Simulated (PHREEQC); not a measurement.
Solution (25 °C): 4.5 mol KOH and 0.19 mol H3BO3 per kg of water. Closed to the air; pH follows from the charge balance.

Computed with PHREEQC (Pitzer model, pitzer.dat).

```
Item                       Result
-------------------  ------------
pH                          15.15
ionic strength       4.50 mol/kgw
activity of water           0.793
density               1.185 g/cm³
osmotic coefficient         1.432
total alkalinity      4500 meq/kg
```

```tsv
species	molality	activity	log γ
K+	4.50	3.66	-0.090
OH-	4.31	11.3	0.419
B(OH)4-	0.190	0.166	-0.060
B(OH)3	9.05e-7	2.57e-7	-0.547
```

No solid was allowed to form. In brines, pH and single-ion activities rest on the MacInnes convention.
